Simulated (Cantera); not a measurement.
Cantera run, input and output.

```python
import numpy as np
import cantera as ct

gas = ct.Solution("gri30.yaml", transport_model="mixture-averaged")
show = ['OH', 'O', 'N2']

rows = []
print(f"{'T/K':>7s}{'rho':>11s}{'cp':>10s}{'mu':>11s}{'lambda':>11s}{'Pr':>7s}" + "".join(f"{'D_' + s:>11s}" for s in show))
for T in [400, 500, 600, 700, 800, 900, 1000, 1100, 1200]:
    gas.TPX = T, 101325, {'NO': 0.057}
    Pr = gas.cp_mass * gas.viscosity / gas.thermal_conductivity
    D = [gas.mix_diff_coeffs_mole[gas.species_index(s)] for s in show]
    rows.append([gas.density, gas.cp_mass, gas.viscosity, gas.thermal_conductivity, Pr, *D])
    print(f"{T:7g}{gas.density:11.4e}{gas.cp_mass:10.1f}{gas.viscosity:11.4e}"
          f"{gas.thermal_conductivity:11.4e}{Pr:7.3f}" + "".join(f"{d:11.4e}" for d in D))
print("SI units: kg/m3, J/kg/K, Pa s, W/m/K, m2/s")
```

Result:

```
    T/K        rho        cp         mu     lambda     Pr       D_OH        D_O       D_N2
    400 9.1418e-01     998.6 2.3120e-05 3.2415e-02  0.712 5.1686e-05 5.2715e-05 3.3875e-05
    500 7.3134e-01    1016.2 2.7036e-05 3.8811e-02  0.708 7.5615e-05 7.7121e-05 4.9661e-05
    600 6.0945e-01    1040.9 3.0618e-05 4.5123e-02  0.706 1.0289e-04 1.0494e-04 6.7663e-05
    700 5.2239e-01    1067.4 3.3953e-05 5.1279e-02  0.707 1.3331e-04 1.3596e-04 8.7736e-05
    800 4.5709e-01    1092.2 3.7097e-05 5.7252e-02  0.708 1.6668e-04 1.7000e-04 1.0977e-04
    900 4.0630e-01    1113.9 4.0086e-05 6.3038e-02  0.708 2.0289e-04 2.0692e-04 1.3366e-04
   1000 3.6567e-01    1132.7 4.2948e-05 6.8643e-02  0.709 2.4180e-04 2.4662e-04 1.5935e-04
   1100 3.3243e-01    1146.6 4.5702e-05 7.4074e-02  0.707 2.8333e-04 2.8897e-04 1.8676e-04
   1200 3.0473e-01    1159.2 4.8363e-05 7.9343e-02  0.707 3.2740e-04 3.3391e-04 2.1584e-04
SI units: kg/m3, J/kg/K, Pa s, W/m/K, m2/s
```

Model: GRI-Mech 3.0 (53 species, 325 reactions), integrated in Cantera. The composition is frozen, though it would react at the higher temperatures.
